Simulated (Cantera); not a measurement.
## Premixed flame

A freely propagating, adiabatic, planar premixed flame of 10.9 % CH4, 19.8 % O2, 69.3 % N2, equivalence ratio 1.1, unburnt at 650 K and 4280 Torr; mixture-averaged transport, grid criteria slope 0.08 and curve 0.16, no radiation.

Detailed kinetics in Cantera: GRI-Mech 3.0 (53 species, 325 reactions). Burning velocities carry a grid error of a few per cent, more on coarse grids.

```tsv
z (mm)	T (K)	u (m/s)	x CH4	x O2	x H2O2	x CH3	x H2	x CO
-0.230	650	0.971	0.109	0.198	3.42e-8	2.90e-8	0.00141	7.09e-6
-0.153	654	0.980	0.108	0.197	4.37e-7	3.28e-7	0.00381	9.10e-5
-0.115	668	1.00	0.107	0.196	1.98e-6	1.49e-6	0.00658	0.000420
-0.0767	752	1.14	0.0999	0.189	1.16e-5	1.27e-5	0.0116	0.00270
-0.0383	1184	1.82	0.0688	0.149	4.08e-5	0.000408	0.0196	0.0179
-0.0192	1614	2.50	0.0370	0.103	1.43e-5	0.00211	0.0236	0.0365
0	2021	3.16	0.00857	0.0520	3.89e-6	0.00272	0.0245	0.0547
0.0192	2206	3.44	0.000606	0.0233	9.93e-7	0.000428	0.0205	0.0546
0.0383	2270	3.53	2.24e-5	0.0136	6.29e-7	2.05e-5	0.0180	0.0467
0.0767	2339	3.61	5.51e-8	0.00855	4.76e-7	5.93e-8	0.0170	0.0390
0.153	2409	3.71	<1e-8	0.00565	3.50e-7	<1e-8	0.0157	0.0351
0.307	2465	3.78	<1e-8	0.00350	2.44e-7	<1e-8	0.0142	0.0327
0.613	2496	3.82	<1e-8	0.00225	1.75e-7	<1e-8	0.0133	0.0311
```
x: mole fraction of selected species; z is measured from the peak of heat release.

```json
{
  "laminar_burning_velocity": "96.9 cm/s",
  "thermal_thickness": "0.0767 mm",
  "peak x(H2O2)": "4.08e-5",
  "peak x(CH3)": "0.00317",
  "peak x(H2)": "0.0249",
  "peak x(CO)": "0.0570"
}
```
